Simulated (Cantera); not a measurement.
An isothermal, constant-pressure homogeneous reactor starts with CO : O2 : H2O : N2 : H2 = 0.0019 : 0.019 : 0.0056 : 1 : 0.0018 (molar parts), at 1300 K and 1000000 Pa.

Model: GRI-Mech 3.0 (53 species, 325 reactions), integrated in Cantera. The hydrogen kinetics of GRI-Mech 3.0 are dated; newer H2 mechanisms differ, most at raised pressure.

**Question.** Predict: x(O2) at 30.0 s; x(H2O) at 30.0 s; x(NO) at 30.0 s; x(O) at 30.0 s.

**Answer.** 
```
Item                                                 Value
----------------  ----------------------------------------
x(O2) at 30.0 s      0.0167 (gas-phase equilibrium 0.0166)
x(H2O) at 30.0 s   0.00721 (gas-phase equilibrium 0.00721)
x(NO) at 30.0 s   3.18e-8 (gas-phase equilibrium 0.000125)
x(O) at 30.0 s     7.28e-9 (gas-phase equilibrium 7.26e-9)
```
